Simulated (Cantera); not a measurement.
A perfectly stirred reactor is fed with CO : H2 : O2 : N2 = 1 : 0.32 : 1.12 : 11.1 (molar parts), at 0.840 bar; it is adiabatic with a 425 K inlet, and is followed from long to short residence time, starting on the burning branch (τ in s: 0.12, 0.048, 0.02, 0.0082, 0.0034, 0.0014, 0.00058, 0.00024, 0.0001, 4.1e-05, 1.7e-05).

Cantera simulation using GRI-Mech 3.0 (53 species, 325 reactions); the numbers are that mechanism's predictions, not measurements.

One state of this run: T (K) = 1229; x CO = 0.00377; x H2 = 0.000209; x O2 = 0.0375; x H2O2 = 5.10e-7; x NO = 9.68e-7. x: mole fraction; the columns are a selection and need not sum to one.

### Question
Which value of τ (s) does it belong to?
A. 0.00024
B. 0.020
C. 0.0014
D. 0.048

### Answer
D, 0.048
